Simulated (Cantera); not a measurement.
Feed: 1 mol Al, 3.8 mol N2, at 1.33 mbar.

These are equilibrium values from Cantera (NASA tables, ideal gas, pure condensed phases), not measurements of a reactor. Candidate condensed phases: Al, AlN; 5 gas species. Equilibrium is a limit: real reactors are often held back by kinetics, nucleation or transport.

Task: Which condensed phases are stable at each of these points (T (K)): 1623, 1673, 1723, 1773, 1823, 1873, 1923, 1973, 2023, 2073, 2123, 2173, 2223?

Result: 
| T (K) | condensed phases | Al condensed (%) |
|---|---|---|
| 1623 | AlN(s) | 100.0 |
| 1673 | AlN(s) | 99.9 |
| 1723 | AlN(s) | 99.7 |
| 1773 | AlN(s) | 98.9 |
| 1823 | AlN(s) | 96.4 |
| 1873 | AlN(s) | 88.7 |
| 1923 | AlN(s) | 62.5 |
| 1973 | gas only | 0.0 |
| 2023 | gas only | 0.0 |
| 2073 | gas only | 0.0 |
| 2123 | gas only | 0.0 |
| 2173 | gas only | 0.0 |
| 2223 | gas only | 0.0 |

From 1623 K to 1923 K the condensed part is AlN(s). From 1973 K to 2223 K nothing is condensed.
